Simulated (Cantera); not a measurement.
Charge: 1 mol Si, 0.89 mol SF6, 51 mol N2, equilibrated at 1023 K and 1.00 bar.

Equilibrium computed with Cantera from the NASA thermochemical tables; the gas is ideal and each condensed phase is pure. Candidate condensed phases: S, Si, Si3N4; 29 gas species. The tables' values for S2F2 (SSF2), SF3 are old estimates; treat these amounts as uncertain. Kinetics and transport are ignored.

Base state: N2 0.971, SiF4 0.0190, S2F2 (SSF2) 0.00682, SF4 0.00255, SF2 0.000601, SF3 0.000141 (mole fractions); condensed: gas only.

**Question.** What changes in the equilibrium state with this change: temperature from 1023 K to 600 K?

**Answer.** 
```tsv
species	before	after
N2	0.971	0.971
SiF4	0.0190	0.0190
S2F2 (SSF2)	0.00682	0.00742
SF4	0.00255	0.00100
SF6	5.30e-6	0.00111
SF2	0.000601	2.71e-7
SF3	0.000141	1.93e-7
```
The tables' values for S2F2 (SSF2) are old estimates; treat these amounts as uncertain.
